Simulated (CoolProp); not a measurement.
Octamethylcyclotetrasiloxane (D4) along the isobar 1.11 MPa: density (kg/m³) from the reference equation and from simpler models built on Tc = 313.4 °C, pc = 1.347 MPa, ω = 0.598; each cubic takes its own stable root.

The numbers come from the reference Helmholtz-energy equation of state, Thol 2015 in CoolProp.

| T (°C) | phase | reference |
|---|---|---|
| 134.95 | liquid | 823.5 |
| 140.45 | liquid | 816.7 |
| 146.05 | liquid | 809.6 |
| 151.55 | liquid | 802.6 |
| 157.05 | liquid | 795.5 |
| 162.55 | liquid | 788.3 |
| 168.15 | liquid | 780.9 |
| 173.65 | liquid | 773.5 |
| 179.15 | liquid | 766.0 |
| 184.75 | liquid | 758.3 |
| 190.25 | liquid | 750.5 |
| 195.75 | liquid | 742.7 |
| 201.35 | liquid | 734.5 |
| 206.85 | liquid | 726.3 |

**Question.** How far does each simpler model (van der Waals, Soave-Redlich-Kwong, Peng-Robinson) lie from the reference over these 14 states: mean and median of the absolute difference, and the worst?

**Answer.** 
- van der Waals: mean 41.2 %, median 41.2 %, worst -41.5 % at 134.95 °C and 1.11 MPa
- Soave-Redlich-Kwong: mean 9.0 %, median 8.9 %, worst -9.5 % at 206.85 °C and 1.11 MPa
- Peng-Robinson: mean 2.9 %, median 2.9 %, worst +3.0 % at 168.15 °C and 1.11 MPa
